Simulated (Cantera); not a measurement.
Source: NASA polynomial tables (part measured, part estimated), evaluated in Cantera. Values are per mole of reaction as written; species without (g) are pure solids or liquids, kept so even where they would boil at 1 bar.

5 H2O(g) + 2 Ta = Ta2O5 + 10 H(g), with ΔH° = 1343.3 kJ and ΔS° = 264.0 J/K at 300 K.

**Question.** How far is the shortcut ΔG° ≈ ΔH°(300 K) − T·ΔS°(300 K) from the full temperature-dependent value at 1523, 1723, 1923, 2123, 2323, 2523, 2723, 2923 K?

**Answer.** 
```json
[
 {"T (K)": "1523", "shortcut (kJ)": "941.2", "full (kJ)": "776.2", "difference (kJ)": "165.0", "difference in log10 K": "-5.66", "condensed phases": "Ta(s), Ta2O5(s)"},
 {"T (K)": "1723", "shortcut (kJ)": "888.4", "full (kJ)": "680.3", "difference (kJ)": "208.1", "difference in log10 K": "-6.31", "condensed phases": "Ta(s), Ta2O5(s)"},
 {"T (K)": "1923", "shortcut (kJ)": "835.6", "full (kJ)": "582.1", "difference (kJ)": "253.5", "difference in log10 K": "-6.89", "condensed phases": "Ta(s), Ta2O5(s)"},
 {"T (K)": "2123", "shortcut (kJ)": "782.8", "full (kJ)": "478.2", "difference (kJ)": "304.6", "difference in log10 K": "-7.49", "condensed phases": "Ta(s), Ta2O5(l)"},
 {"T (K)": "2323", "shortcut (kJ)": "730.0", "full (kJ)": "364.3", "difference (kJ)": "365.7", "difference in log10 K": "-8.22", "condensed phases": "Ta(s), Ta2O5(l)"},
 {"T (K)": "2523", "shortcut (kJ)": "677.2", "full (kJ)": "248.4", "difference (kJ)": "428.8", "difference in log10 K": "-8.88", "condensed phases": "Ta(s), Ta2O5(l)"},
 {"T (K)": "2723", "shortcut (kJ)": "624.4", "full (kJ)": "130.8", "difference (kJ)": "493.6", "difference in log10 K": "-9.47", "condensed phases": "Ta(s), Ta2O5(l)"},
 {"T (K)": "2923", "shortcut (kJ)": "571.5", "full (kJ)": "11.7", "difference (kJ)": "559.8", "difference in log10 K": "-10.00", "condensed phases": "Ta(s), Ta2O5(l)"}
]
```
The shortcut ignores heat capacities and the phase changes listed.
